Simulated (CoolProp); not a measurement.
Vapour pressure (MPa) of propyne: the reference equation beside estimates from Tc = 402.7 K, pc = 5.658 MPa, ω = 0.204.

The numbers come from the reference Helmholtz-energy equation of state, Polt 1992 in CoolProp. This equation is an older, rougher fit; its heat capacities, sound speeds and derivatives of the liquid may be far off and weren't checked against measurements.

```json
[
 {"T (K)": "306", "reference": "(withheld)", "van der Waals": "1.702", "Peng-Robinson": "0.7313"},
 {"T (K)": "318.3", "reference": "1.005", "van der Waals": "2.051", "Peng-Robinson": "1.015"},
 {"T (K)": "330.6", "reference": "1.359", "van der Waals": "2.442", "Peng-Robinson": "1.374"},
 {"T (K)": "343", "reference": "1.804", "van der Waals": "(withheld)", "Peng-Robinson": "1.824"},
 {"T (K)": "355.3", "reference": "2.347", "van der Waals": "3.361", "Peng-Robinson": "2.370"},
 {"T (K)": "367.6", "reference": "3.003", "van der Waals": "3.888", "Peng-Robinson": "3.028"},
 {"T (K)": "379.9", "reference": "3.789", "van der Waals": "(withheld)", "Peng-Robinson": "3.814"},
 {"T (K)": "392.3", "reference": "4.729", "van der Waals": "5.091", "Peng-Robinson": "4.749"}
]
```

### Question
Some entries are withheld; supply them.

### Answer

- 306, reference: 0.7264
- 343, van der Waals: 2.880
- 379.9, van der Waals: 4.462

Absolute difference from the reference over all 8 rows, mean and median: van der Waals 59.5 and 51.4 %, Peng-Robinson 0.8 and 0.9 %.
